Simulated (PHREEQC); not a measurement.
# Spent oxide etchant (model solution)

Consider water at 20 °C with 0.011 mol NH4HF2, 0.03 mol H2SiF6 and 0.84 mol HCl per kg of water. Closed to the air; pH follows from the charge balance.

All values are PHREEQC results (ion-association model, phreeqc.dat), not measurements.

Precipitation was switched off in this run.

Task: What pH, activity of water, density does the model give?

Result: pH 0.18; activity of water 0.970; density 1.016 g/cm³.

Task: In which forms is F present?

Result: SiF6-2 89 %, HF 11 % of the F.

Ionic strength above about 0.7 mol/kgw puts this run outside the model's range. SiF6-2 is the database's only silicon fluoride.
